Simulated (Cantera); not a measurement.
An adiabatic, constant-volume homogeneous reactor starts with CH4 : O2 : N2 = 1 : 3.7 : 13.9 (molar parts), equivalence ratio 0.54, at 1200 K and 750 Torr.

Cantera simulation using GRI-Mech 3.0 (53 species, 325 reactions); the numbers are that mechanism's predictions, not measurements.

**Question.** Predict: time of steepest temperature rise; temperature at 2.00 s; equilibrium temperature; x(O2) at 2.00 s; x(NO2) at 2.00 s; x(HO2) at 2.00 s; x(H2O2) at 2.00 s; x(H) at 2.00 s.

**Answer.** 
| Quantity | Result |
|---|---|
| time of steepest temperature rise | 32.1 ms |
| temperature at 2.00 s | 2471 K |
| equilibrium temperature | 2471 K |
| x(O2) at 2.00 s | 0.0833 (gas-phase equilibrium 0.0833) |
| x(NO2) at 2.00 s | 1.11e-5 (gas-phase equilibrium 1.11e-5) |
| x(HO2) at 2.00 s | 7.98e-6 (gas-phase equilibrium 7.98e-6) |
| x(H2O2) at 2.00 s | 2.78e-7 (gas-phase equilibrium 2.78e-7) |
| x(H) at 2.00 s | 0.000550 (gas-phase equilibrium 0.000550) |
